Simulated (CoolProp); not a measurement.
R134a along the isotherm -79.45 °C: Z from the reference equation and from simpler models built on Tc = 101.1 °C, pc = 40.59 bar, ω = 0.327; each cubic takes its own stable root.

Computed with CoolProp (reference Helmholtz-energy equation of state, Tillner-Roth 1994).

```json
[
 {"p (bar)": "0.321", "phase": "liquid", "reference": "0.001331"},
 {"p (bar)": "0.471", "phase": "liquid", "reference": "0.001953"},
 {"p (bar)": "0.691", "phase": "liquid", "reference": "0.002866"},
 {"p (bar)": "1.01", "phase": "liquid", "reference": "0.004189"},
 {"p (bar)": "1.49", "phase": "liquid", "reference": "0.006179"},
 {"p (bar)": "2.19", "phase": "liquid", "reference": "0.009081"},
 {"p (bar)": "3.21", "phase": "liquid", "reference": "0.01331"},
 {"p (bar)": "4.71", "phase": "liquid", "reference": "0.01953"},
 {"p (bar)": "6.91", "phase": "liquid", "reference": "0.02864"},
 {"p (bar)": "10.1", "phase": "liquid", "reference": "0.04185"},
 {"p (bar)": "14.9", "phase": "liquid", "reference": "0.06171"},
 {"p (bar)": "21.9", "phase": "liquid", "reference": "0.09064"},
 {"p (bar)": "32.1", "phase": "liquid", "reference": "0.1327"},
 {"p (bar)": "47.1", "phase": "liquid", "reference": "0.1945"},
 {"p (bar)": "69.1", "phase": "liquid", "reference": "0.2847"},
 {"p (bar)": "101", "phase": "liquid", "reference": "0.4150"}
]
```

Task: How far does each simpler model (van der Waals, Redlich-Kwong, Soave-Redlich-Kwong, Peng-Robinson) lie from the reference over these 16 states: mean and median of the absolute difference, and the worst?

Result: 
- van der Waals: mean 11398.2 %, median 76.6 %, worst +74227.6 % at -79.45 °C and 0.321 bar
- Redlich-Kwong: mean 19.0 %, median 19.1 %, worst +19.2 % at -79.45 °C and 0.321 bar
- Soave-Redlich-Kwong: mean 15.5 %, median 15.6 %, worst +15.6 % at -79.45 °C and 0.321 bar
- Peng-Robinson: mean 2.7 %, median 2.7 %, worst +2.8 % at -79.45 °C and 101 bar

At some of these states van der Waals gives the other phase, because its saturation line lies elsewhere.
